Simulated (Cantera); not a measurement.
An isothermal, constant-pressure homogeneous reactor starts with 26.0 % H2, 72.2 % O2, 1.88 % H2O, equivalence ratio 0.18, at 1000 K and 0.0267 bar.

Computed with Cantera and the H2/O2 subset of GRI-Mech 3.0, which has no nitrogen chemistry. Radical loss at walls, strong at low pressure, is not modelled. The temperature is held fixed by assumption; the heat of reaction is taken as removed at once.

x: mole fraction; the columns are a selection and need not sum to one.

```
t (s)         x H2   x O2    x H2O2     x HO2       x O
--------  --------  -----  --------  --------  --------
5.00e-6      0.260  0.722    <1e-12  1.82e-11    <1e-12
3.06e-5      0.260  0.722    <1e-12  1.12e-10  1.55e-11
0.000187     0.260  0.722    <1e-12  7.24e-10  5.59e-10
0.00114      0.260  0.721   1.82e-9   3.22e-6         ?
0.00700    0.00170  0.678   1.62e-6   2.74e-5         ?
0.0428     4.34e-5  0.680   4.48e-7   2.31e-6         ?
0.262      9.76e-7  0.680   8.37e-8   1.46e-7         ?
1.60       5.03e-8  0.680   1.55e-8   1.57e-8         ?
9.81       6.05e-9  0.680   2.90e-9   2.52e-9         ?
60.0      9.03e-10  0.680  5.21e-10   1.08e-9         ?
```

### Question
Fill in the missing entries.

### Answer

- 0.00114, x O: 3.75e-5
- 0.00700, x O: 0.00178
- 0.0428, x O: 3.26e-5
- 0.262, x O: 1.74e-6
- 1.60, x O: 1.77e-7
- 9.81, x O: 2.45e-8
- 60.0, x O: 3.80e-9
